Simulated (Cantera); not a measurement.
A perfectly stirred reactor is fed with 84.7 % NH3, 15.3 % N2, at 0.0263 atm; it is held at 1675 K, and followed from long to short residence time.

Computed with Cantera and the gas-phase N/H chemistry of the illustrative SiF4/NH3 mechanism in the Surface Chemkin manual (1991). Walls and surfaces, which speed up NH3 decomposition in real reactors, are not modelled.

x: mole fraction; the columns are a selection and need not sum to one.

| τ (s) | x NH3 | x N2 | x H2 | x H | x N | x N2H4 |
|---|---|---|---|---|---|---|
| 18 | 0.461 | 0.225 | 0.314 | 4.76e-5 | (withheld) | 9.02e-9 |
| 6.3 | 0.646 | 0.190 | 0.164 | 2.26e-5 | (withheld) | 1.46e-8 |
| 2.1 | 0.766 | 0.168 | 0.0658 | 8.88e-6 | (withheld) | 1.93e-8 |
| 0.73 | 0.818 | 0.158 | 0.0240 | 3.29e-6 | (withheld) | 2.20e-8 |
| 0.25 | 0.838 | 0.154 | 0.00780 | 1.11e-6 | (withheld) | 2.20e-8 |
| 0.085 | 0.845 | 0.153 | 0.00214 | 3.27e-7 | (withheld) | 1.78e-8 |
| 0.029 | 0.847 | 0.153 | 0.000377 | 7.15e-8 | 2.42e-10 | 8.03e-9 |
| 0.010 | 0.847 | 0.153 | 4.94e-5 | 1.98e-8 | 3.46e-11 | 1.35e-9 |
| 0.0034 | 0.847 | 0.153 | 1.22e-5 | 1.45e-8 | 5.74e-12 | 1.59e-10 |
| 0.0012 | 0.847 | 0.153 | 4.12e-6 | 1.39e-8 | <1e-12 | 1.93e-11 |
| 0.00040 | 0.847 | 0.153 | 1.36e-6 | 1.38e-8 | <1e-12 | 1.99e-12 |

### Question
What belongs in the gaps?

### Answer

- 18, x N: 7.18e-8
- 6.3, x N: 5.90e-8
- 2.1, x N: 3.62e-8
- 0.73, x N: 1.57e-8
- 0.25, x N: 5.16e-9
- 0.085, x N: 1.38e-9
